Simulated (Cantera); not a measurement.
**Equilibrium for carbon deposition, reforming and gasification: C + CO2 + H2**

Feed: 1 mol C, 0.2 mol CO2, a varied amount of H2, at 100 Pa.

Equilibrium computed with Cantera from the NASA thermochemical tables; the gas is ideal and each condensed phase is pure. Candidate condensed phases: C, C6H6, C7H8, C8H18, H2O; 110 gas species. The numbers say what is thermodynamically allowed, not how fast it happens.

Stable condensed phases:

```
T in °C \ n(H2) in mol
         1.3 1.8 2.4 3.2 4.3 5.8 7.8  11  14  19  26  35  47
   2327    A   A   A   A   A   A   A   A   A   A   A   B   B
   2177    A   A   A   A   A   A   A   A   A   A   A   A   A
   2027    A   A   A   A   A   A   A   A   A   A   A   A   A
   1877    A   A   A   A   A   A   A   A   A   A   A   A   A
   1727    A   A   A   A   A   A   A   A   A   A   A   A   A
   1577    A   A   A   A   A   A   A   A   A   A   A   A   A
   1427    A   A   A   A   A   A   A   A   A   A   A   A   A
   1277    A   A   A   A   A   A   A   A   A   A   A   A   A
   1127    A   A   A   A   A   A   A   A   A   A   A   A   A
    977    A   A   A   A   A   A   A   A   A   A   A   A   A
    827    A   A   A   A   A   A   A   A   A   A   A   A   A
    677    A   A   A   A   A   A   A   A   A   A   A   A   A
    527    A   A   A   A   A   A   A   A   A   A   A   A   A
    377    A   A   A   A   A   A   A   A   A   A   A   A   B
```

A: C; B: gas only.
